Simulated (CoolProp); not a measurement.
Vapour-liquid equilibrium of benzene (1) + p-xylene (2) at 63.6 kPa; x and y are mole fractions of (1).

The numbers come from the multi-fluid Helmholtz-energy mixture model, Thol 2012 and Zhou 2012; pair parameters Bell 2016 in CoolProp.

| x | bubble temperature (°C) | y at the bubble point | dew temperature at overall composition x (°C) | liquid density (mol/L) |
|---|---|---|---|---|
| 0.05 | 116.0 | 0.194 | 120.3 | 7.399 |
| 0.2 | 101.9 | 0.564 | 115.9 | 7.857 |
| 0.35 | 91.2 | 0.754 | 110.8 | 8.319 |
| 0.5 | 83.0 | 0.859 | 104.8 | 8.797 |
| 0.65 | 76.6 | 0.923 | 97.5 | 9.300 |
| 0.8 | 71.4 | 0.964 | 87.9 | 9.836 |
| 0.95 | 67.0 | 0.992 | 73.3 | 10.41 |

No azeotrope shows between x = 0.05 and 0.95.

Pair parameters are fitted to limited data, so mixtures are less certain than the pure fluids.
